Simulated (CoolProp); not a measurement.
Properties of o-xylene at several states (Tc = 357.1 °C, pc = 37.37 bar, ω = 0.312).

Computed with CoolProp (reference Helmholtz-energy equation of state, Zhou 2012).

```
T (°C)  p (bar)   phase  density (kg/m³)  cv (kJ/(kg K))  viscosity (µPa s)  fugacity coefficient
------  -------  ------  ---------------  --------------  -----------------  --------------------
288.55     14.3     gas            44.23           2.195               12.8                0.7931
3.75       4.42  liquid            894.1           1.320               1040             0.0005294
120.55      102  liquid            804.3           1.671                324              0.007409
305.45    0.167     gas           0.3694           2.100               12.5                0.9978
123.05    0.189     gas           0.6156           1.531               8.57                0.9895
```

Viscosity comes from a separate model (Cao 2016).
